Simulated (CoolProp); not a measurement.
Vapour pressure (MPa) of octamethylcyclotetrasiloxane (D4): the reference equation beside estimates from Tc = 586.5 K, pc = 1.347 MPa, ω = 0.598. Clausius-Clapeyron is anchored at 468.4 K with a constant enthalpy of vaporisation of 36.44 kJ/mol.

The numbers come from the reference Helmholtz-energy equation of state, Thol 2015 in CoolProp.

```
T (K)  reference  Lee-Kesler  Clausius-Clapeyron  van der Waals  Redlich-Kwong  Soave-Redlich-Kwong  Peng-Robinson
-----  ---------  ----------  ------------------  -------------  -------------  -------------------  -------------
463.9     0.1461      0.1458              0.1480         0.4899         0.3054               0.1472         0.1468
468.4     0.1621           ?              0.1621         0.5124         0.3273               0.1635         0.1629
472.8     0.1790      0.1787              0.1768         0.5350         0.3497               0.1807         0.1799
477.2     0.1973      0.1969              0.1926         0.5582         0.3732               0.1994              ?
481.7     0.2174      0.2170              0.2099         0.5826         0.3983               0.2200         0.2186
486.1          ?      0.2382              0.2279         0.6071         0.4239               0.2417         0.2400
490.6     0.2618      0.2614              0.2475         0.6328         0.4512               0.2655         0.2635
495       0.2861      0.2858              0.2680         0.6585         0.4791               0.2905         0.2881
499.5     0.3128      0.3125              0.2902         0.6856         0.5088               0.3179         0.3152
```

### Question
Complete the blanks.

### Answer

- 468.4, Lee-Kesler: 0.1618
- 477.2, Peng-Robinson: 0.1983
- 486.1, reference: 0.2385

Absolute difference from the reference over all 9 rows, mean and median: Lee-Kesler 0.2 and 0.2 %, Clausius-Clapeyron 3.5 and 3.4 %, van der Waals 171.9 and 168.0 %, Redlich-Kwong 84.3 and 83.2 %, Soave-Redlich-Kwong 1.2 and 1.2 %, Peng-Robinson 0.6 and 0.6 %.
